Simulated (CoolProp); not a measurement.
A closed Brayton cycle with carbon dioxide: compressor inlet 306.15 K and 8.6 MPa, high pressure 25.7 MPa, turbine inlet 995 K, compressor efficiency 0.8, turbine efficiency 0.93, recuperator effectiveness 0 (on enthalpy, no pinch check). Each further row changes one setting.

Model: reference Helmholtz-energy equation of state, Span 1996, in CoolProp.

| case | thermal efficiency (%) | net work (kJ/kg) | compressor to turbine work | compressor exit (K) | turbine exit (K) |
|---|---|---|---|---|---|
| as stated | 16.4 | 152 | 0.16 | 336.8 | 843.2 |
| turbine inlet 945 K | 16.5 | 142 | 0.17 | 336.8 | 798.4 |
| compressor inlet 316.15 K | 16.4 | 132 | 0.27 | 392.9 | 843.2 |
| high pressure 21.8 MPa | 14.2 | 133 | 0.15 | 331.2 | 865.2 |
| recuperator effectiveness 0.5 | 24.5 | 152 | 0.16 | 336.8 | 843.2 |
